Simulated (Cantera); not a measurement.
A closed system holds: 1 mol SiF₄, 22 mol O₂, 0.86 mol H₂, at 1523.15 K and 40.0 Pa.

These are equilibrium values from Cantera (NASA tables, ideal gas, pure condensed phases), not measurements of a reactor. Candidate condensed phases: H₂O, Si, SiO₂; 38 gas species. The tables hold silica as quartz up to 1696 K and as liquid above; real silica turns to tridymite and cristobalite and melts near 1996 K. Rates play no part.

Base state: O₂ 0.904, HF 0.0717, SiF₄ 0.0240, O 0.000263, H₂O 0.000150, OH 3.76e-5, F 1.89e-5 (mole fractions); condensed: SiO₂(β-quartz).

**Question.** What changes in the equilibrium state with this change: pressure from 40.0 Pa to 0.840 bar?

**Answer.** 
```json
[
 {"species": "O₂", "before": "0.904", "after": "0.906"},
 {"species": "HF", "before": "0.0717", "after": "0.0623"},
 {"species": "SiF₄", "before": "0.0240", "after": "0.0264"},
 {"species": "H₂O", "before": "0.000150", "after": "0.00494"},
 {"species": "O", "before": "0.000263", "after": "5.74e-6"},
 {"species": "F", "before": "1.89e-5", "after": "4.23e-7"},
 {"species": "OH", "before": "3.76e-5", "after": "3.19e-5"},
 {"species": "SiO₂(β-quartz), mol", "before": "0.428", "after": "0.371"}
]
```

**Question.** What changes in the equilibrium state with this change: H₂ from 0.86 to 23 mol?

**Answer.** 
```json
[
 {"species": "H₂O", "before": "0.000150", "after": "0.590"},
 {"species": "O₂", "before": "0.904", "after": "0.295"},
 {"species": "HF", "before": "0.0717", "after": "0.113"},
 {"species": "SiF₄", "before": "0.0240", "after": "9.40e-9"},
 {"species": "H₂", "before": "2.02e-8", "after": "0.000139"},
 {"species": "H", "before": "1.65e-7", "after": "1.37e-5"},
 {"species": "SiO₂(β-quartz), mol", "before": "0.428", "after": "1.000"}
]
```
